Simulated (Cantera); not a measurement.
Abatement and gas-phase synthesis: S + H₂ + O₂

Input: 1 mol S, 0.086 mol H₂, a varied amount of O₂, equilibrated at 2702 °C and 100000 Pa.

Equilibrium computed with Cantera from the NASA thermochemical tables; the gas is ideal and each condensed phase is pure. Candidate condensed phases: H₂O, H₂SO₄, S; 19 gas species. Rates play no part.

```csv
n(O₂) (mol),x SO₂,x O₂,x SO,x S₂,x S,x O,x H₂O,x H₂,x SH,x OH,x H
0.24,0.128,0.000658,0.282,0.310,0.131,0.00266,0.0257,0.0412,0.0343,0.00602,0.0297
0.3,0.170,0.000953,0.310,0.258,0.119,0.00321,0.0280,0.0374,0.0298,0.00690,0.0282
0.38,0.225,0.00144,0.335,0.199,0.105,0.00394,0.0305,0.0331,0.0246,0.00799,0.0266
0.47,0.289,0.00217,0.349,0.144,0.0891,0.00484,0.0329,0.0291,0.0196,0.00919,0.0249
0.6,0.382,0.00383,0.348,0.0810,0.0669,0.00642,0.0361,0.0240,0.0134,0.0111,0.0226
0.75,0.496,0.00802,0.312,0.0311,0.0414,0.00930,0.0401,0.0184,0.00727,0.0141,0.0198
0.95,0.641,0.0337,0.197,0.00294,0.0127,0.0191,0.0450,0.0101,0.00165,0.0213,0.0147
1.2,0.636,0.144,0.0946,0.000159,0.00296,0.0394,0.0396,0.00430,0.000251,0.0287,0.00958
1.5,0.541,0.274,0.0584,3.18e-5,0.00133,0.0543,0.0308,0.00242,8.42e-5,0.0298,0.00719
1.9,0.441,0.395,0.0395,1.01e-5,0.000747,0.0653,0.0229,0.00150,3.74e-5,0.0282,0.00566
2.4,0.355,0.495,0.0285,4.19e-6,0.000481,0.0730,0.0169,0.000991,1.96e-5,0.0256,0.00460
3,0.287,0.572,0.0214,2.05e-6,0.000336,0.0786,0.0125,0.000683,1.14e-5,0.0229,0.00382
3.8,0.229,0.639,0.0161,1.04e-6,0.000240,0.0830,0.00905,0.000466,6.69e-6,0.0200,0.00316
```
x: gas mole fraction; nothing condenses.

From 0.24 mol O₂ to 3.8 mol O₂ nothing is condensed.
